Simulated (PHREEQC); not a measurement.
A solution holds 0.0046 mol ZnCl2, 0.00081 mol Na2SO4 and 0.037 mol HCl per kg of water, at 25 °C. Closed to the air; pH follows from the charge balance.

Equilibrium calculation in PHREEQC: ion-association model, phreeqc.dat.

Each row changes one thing in this solution. No solid was allowed to form.

```csv
case,pH,HSO4- (mol/kgw),SO4-2 (mol/kgw),NaSO4- (mol/kgw),SI of Halite (NaCl)
as made,1.51,0.000472,0.000279,1.03e-6,-5.87
HCl from 0.037 to 0.0555 mol/kgw,1.34,0.000539,0.000230,7.78e-7,-5.75
ZnCl2 replaced by (CH3)4NCl at the same molality,1.50,0.000517,0.000292,1.14e-6,-5.90
ZnCl2 from 0.0046 to 0.00414 mol/kgw,1.51,0.000476,0.000280,1.04e-6,-5.88
Na2SO4 from 0.00081 to 0.000162 mol/kgw,1.50,9.49e-5,5.53e-5,4.11e-8,-6.57
```
